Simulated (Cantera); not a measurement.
An isothermal, constant-pressure homogeneous reactor starts with CH₄ : CO₂ : H₂ = 0.16 : 0.45 : 0.42 (molar parts), at 1375 K and 100000 Pa.

Cantera simulation using GRI-Mech 3.0 (53 species, 325 reactions); the numbers are that mechanism's predictions, not measurements.

### Question
Predict: x(CH₄) at 3.00 s; x(CO₂) at 3.00 s; x(H₂) at 3.00 s; x(CH₂O) at 3.00 s; x(OH) at 3.00 s.

### Answer
```json
{
  "x(CH₄) at 3.00 s": "0.137 (gas-phase equilibrium 3.77e-6)",
  "x(CO₂) at 3.00 s": "0.280 (gas-phase equilibrium 0.0680)",
  "x(H₂) at 3.00 s": "0.274 (gas-phase equilibrium 0.401)",
  "x(CH₂O) at 3.00 s": "1.69e-7 (gas-phase equilibrium 7.03e-8)",
  "x(OH) at 3.00 s": "1.56e-8 (gas-phase equilibrium 1.44e-8)"
}
```
